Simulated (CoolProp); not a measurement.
Vapour-liquid equilibrium of carbon dioxide (1) + CH3F (R41) (2) at -26.15 °C; x and y are mole fractions of (1).

Computed with CoolProp (multi-fluid Helmholtz-energy mixture model, Span 1996 and Lemmon 2006; pair parameters Bell 2016).

```csv
x,"bubble pressure, mixture model (MPa)","bubble pressure, Raoult's law (MPa)","y, mixture model","y, Raoult's law"
0.05,0.9660,0.9678,[?],0.084
0.2,1.060,1.071,0.277,0.303
0.35,1.153,1.174,0.450,0.483
0.5,1.249,1.277,[?],0.635
0.65,1.351,1.381,0.742,0.763
0.8,1.461,1.484,[?],0.874
0.95,1.580,1.587,0.969,0.971
```

### Question
What belongs in the gaps?

### Answer

- 0.05, y, mixture model: 0.076
- 0.5, y, mixture model: 0.604
- 0.8, y, mixture model: 0.864

The largest gap from Raoult's law is -2.2 % in bubble pressure, at x = 0.5. No azeotrope shows between x = 0.05 and 0.95.

Pair parameters are fitted to limited data, so mixtures are less certain than the pure fluids.
